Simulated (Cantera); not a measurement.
Input: 1 mol trisilylamine, 8.1 mol NH3, 94 mol N2, at 1825 °C.

Method: chemical equilibrium by Gibbs-energy minimisation in Cantera with the NASA 1993 tables (ideal gas, pure condensed phases). Candidate condensed phases: Si, Si3N4; 18 gas species. The feed counts by its element totals alone. Gases not in the tables: Si2H6 and higher silanes. Kinetics and transport are ignored.

What share of the Si ends up in condensed phases as a function of P (Pa), at 5, 21, 85, 350, 1400, 5900, 24000, 100000?


```
P (Pa)  Si condensed (%)        as
------  ----------------  --------
5                    0.0         -
21                   0.0         -
85                   0.0         -
350                  0.0         -
1400                58.6     Si(l)
5900                89.3     Si(l)
24000               96.9     Si(l)
100000              99.3  Si3N4(s)
```
